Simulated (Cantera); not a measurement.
A perfectly stirred reactor is fed with N2O = 1 (molar parts), at 323 Torr; it is held at 1375 K, and followed from long to short residence time.

Computed with Cantera and GRI-Mech 3.0 (53 species, 325 reactions). GRI-Mech 3.0 was tuned for natural gas; its chemistry of N2O as a main component is partial and can be far from experiment. The mechanism lacks the step 2 NO + O2 → 2 NO2, which can matter for NO2 below about 1400 K. The temperature is held fixed by assumption; the heat of reaction is taken as removed at once.

One state of this run: x N2O = 0.0294; x O2 = 0.292; x O = 6.65e-6; x NO = 0.0621; x NO2 = 0.000238. x: mole fraction; the columns are a selection and need not sum to one.

Q: Which value of τ (s) does it belong to?
(A) 1.9
(B) 0.011
(C) 0.041
(D) 7.0

A: D, 7.0
